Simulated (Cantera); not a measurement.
A freely propagating, adiabatic, planar premixed flame of 29.6 % H₂, 14.8 % O₂, 55.6 % N₂, equivalence ratio 1.0, unburnt at 398 K and 2.10 bar; mixture-averaged transport, grid criteria slope 0.08 and curve 0.16, no radiation.

Computed with Cantera and the H2/O2 subset of GRI-Mech 3.0, which has no nitrogen chemistry. The hydrogen kinetics of GRI-Mech 3.0 are dated; newer H2 mechanisms differ, most at raised pressure. Burning velocities carry a grid error of a few per cent, more on coarse grids.

Task: Predict: laminar burning velocity; thermal thickness; peak x(O); peak x(HO₂); peak x(H).

Result: 
```
Property                    Result
------------------------  --------
laminar burning velocity  358 cm/s
thermal thickness         0.150 mm
peak x(O)                  0.00916
peak x(HO₂)               0.000705
peak x(H)                   0.0367
```
